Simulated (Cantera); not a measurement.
# Equilibrium for roasting and sulfation: MgCO3 + SO2 + O2 + SO3

Charge: 1 mol MgCO3, 0.12 mol SO2, 1.6 mol O2, 3.7 mol SO3, at 13.3 mbar.

Equilibrium computed with Cantera from the NASA thermochemical tables; the gas is ideal and each condensed phase is pure. Candidate condensed phases: C, Mg, MgCO3, MgO, MgS, MgSO4, S; 26 gas species. Equilibrium is a limit: real reactors are often held back by kinetics, nucleation or transport.

```tsv
T (K)	x SO3	x SO2	x O2	x CO2	x O	x CO	x SO	n MgSO4(s)	n MgO(s)
673	0.508	0.0144	0.292	0.185	<1e-12	<1e-12	<1e-12	1.00	0
748	0.437	0.0703	0.312	0.180	<1e-12	<1e-12	<1e-12	1.00	0
823	0.291	0.186	0.354	0.169	1.18e-12	<1e-12	<1e-12	1.00	0
898	0.149	0.299	0.394	0.159	2.71e-11	2.80e-12	<1e-12	1.00	0
973	0.0677	0.363	0.417	0.153	3.78e-10	4.86e-11	3.40e-12	1.00	0
1048	0.0312	0.392	0.427	0.150	3.58e-9	5.74e-10	5.27e-11	1.00	0
1123	0.0154	0.404	0.431	0.149	2.50e-8	4.93e-9	5.50e-10	1.00	0
1198	0.00884	0.455	0.415	0.121	1.34e-7	2.72e-8	4.79e-9	0	1.00
1273	0.00503	0.458	0.416	0.121	6.01e-7	1.43e-7	2.88e-8	0	1.00
1348	0.00304	0.460	0.416	0.121	2.28e-6	6.28e-7	1.41e-7	0	1.00
1423	0.00194	0.460	0.417	0.121	7.53e-6	2.35e-6	5.85e-7	0	1.00
1498	0.00130	0.461	0.417	0.121	2.21e-5	7.71e-6	2.10e-6	0	1.00
1573	0.000901	0.461	0.417	0.121	5.84e-5	2.25e-5	6.68e-6	0	1.00
1648	0.000648	0.461	0.417	0.121	0.000142	5.96e-5	1.91e-5	0	1.00
```
x: gas mole fraction; n: condensed amount in mol.

From 673 K to 1123 K the condensed part is MgSO4(s). From 1198 K to 1648 K the condensed part is MgO(s).
